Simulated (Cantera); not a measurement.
An isothermal, constant-pressure homogeneous reactor starts with 0.964 % CO, 2.41 % O2, 0.183 % H2O, 96.4 % N2, equivalence ratio 0.20, at 1273 K and 5.00 bar.

Cantera simulation using GRI-Mech 3.0 (53 species, 325 reactions); the numbers are that mechanism's predictions, not measurements.

x: mole fraction; the columns are a selection and need not sum to one.

```csv
t (s),x CO,x O2,x H2O,x H,x H2
0.000400,0.00964,0.0241,0.00183,6.15e-9,1.98e-9
0.000772,0.00964,0.0241,0.00183,…,…
0.00149,0.00925,0.0239,0.00182,2.58e-6,5.84e-6
0.00288,0.00719,0.0229,0.00181,3.19e-6,1.22e-5
0.00556,0.00455,0.0216,0.00182,1.85e-6,8.23e-6
0.0107,0.00225,0.0205,0.00183,7.69e-7,4.12e-6
0.0207,0.000841,0.0198,0.00183,2.21e-7,1.45e-6
0.0400,0.000230,0.0195,0.00184,4.47e-8,3.52e-7
0.0772,4.42e-5,0.0194,0.00184,6.33e-9,6.41e-8
0.149,6.20e-6,0.0194,0.00184,6.92e-10,1.08e-8
0.288,6.45e-7,0.0194,0.00184,9.41e-11,2.25e-9
0.556,…,0.0194,0.00184,2.31e-11,7.87e-10
1.07,4.73e-9,0.0194,0.00184,8.09e-12,3.94e-10
2.07,2.81e-9,0.0194,0.00184,5.77e-12,3.19e-10
4.00,2.76e-9,0.0194,0.00184,5.71e-12,3.17e-10
```

### Question
Complete the blanks.

### Answer

- 0.000772, x H: 8.27e-8
- 0.000772, x H2: 4.07e-8
- 0.556, x CO: 4.31e-8
